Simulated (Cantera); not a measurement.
Feed: 1 mol SiC, 0.0017 mol O2, 400 mol H2, at 1.00 Torr.

Cantera equilibrium calculation (NASA polynomials, part measured and part estimated; ideal gas, pure solids and liquids). Candidate condensed phases: C, C6H6, C7H8, C8H18, H2O, Si, SiC, SiO2; 123 gas species. The numbers say what is thermodynamically allowed, not how fast it happens. All values below are at 1400 K.

Base state: H2 1.000, H 0.000133 (mole fractions); condensed: SiC(s).

Task: What changes in the equilibrium state with this change: SiC replaced by Si3N4?

Result: 
| species | before | after |
|---|---|---|
| H2 | 1.000 | 0.996 |
| N2 | 0 | 0.00430 |
| H | 0.000133 | 0.000133 |
| SiC(s), mol | 0.998 | 0 |
| Si(s), mol | 0 | 2.59 |
| Si3N4(s), mol | 0 | 0.136 |
Mutual solubility and eutectic melting of coexisting phases are not modelled. Further candidate phases: Si2N2O, Si3N4.
